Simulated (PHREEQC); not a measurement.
# Metal-bearing waste water: an equilibrium model

A solution holds 0.1 mol FeSO4, 0.0012 mol NaHCO3 and 0.000528 mol Na2SO4 per kg of water, at 25 °C. Closed to the air; pH follows from the charge balance.

Model: ion-association model, wateq4f.dat, run in PHREEQC.

| Property | Value |
|---|---|
| pH | 6.85 |
| ionic strength | 0.220 mol/kgw |
| total alkalinity | 1.20 meq/kg |

| species | molality | activity | log γ |
|---|---|---|---|
| SO4-2 | 0.0551 | 0.0156 | -0.549 |
| Fe+2 | 0.0540 | 0.0172 | -0.497 |
| FeSO4 | 0.0452 | 0.0476 | 0.022 |
| Na+ | 0.00209 | 0.00155 | -0.132 |
| FeHCO3+ | 0.000677 | 0.000503 | -0.129 |
| HCO3- | 0.000395 | 0.000293 | -0.131 |
| NaSO4- | 0.000163 | 0.000121 | -0.131 |
| CO2 | 8.95e-5 | 9.41e-5 | 0.022 |
| FeOH+ | 5.19e-5 | 3.80e-5 | -0.135 |

Precipitation was switched off in this run. The solution is supersaturated, for example in Siderite, so a real one may precipitate; this is no full list.
